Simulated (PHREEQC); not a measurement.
A solution holds 0.028 mol (CH3)4NF per kg of water, at 25 °C. Closed to the air; pH follows from the charge balance.

Computed with PHREEQC (ion-association model, phreeqc.dat).

Precipitation was switched off in this run.

Question: Predict the pH.

Answer: pH 7.76.

(CH3)4N+ isn't in the database: it is added as a free cation with an ion size of 4 Å.
